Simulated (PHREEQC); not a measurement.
A solution holds 0.014 mol/kgw HF and 0.00032 mol/kgw NaF, at 20 °C. Closed to the air; pH follows from the charge balance.

Equilibrium calculation in PHREEQC: ion-association model, phreeqc.dat.

The pH comes out as 2.56, the ionic strength is 0.00323 mol/kgw and the specific conductance comes out as 1020 µS/cm. The total alkalinity comes out as -14.0 meq/kg.

```tsv
species	molality	activity	log γ
HF	0.0110	0.0110	0.000
F-	0.00310	0.00291	-0.027
H+	0.00291	0.00275	-0.025
Na+	0.000320	0.000301	-0.026
HF2-	0.000125	0.000118	-0.027
NaF	5.04e-7	5.04e-7	0.000
```

Precipitation was switched off in this run. Species that the database lacks are ignored.
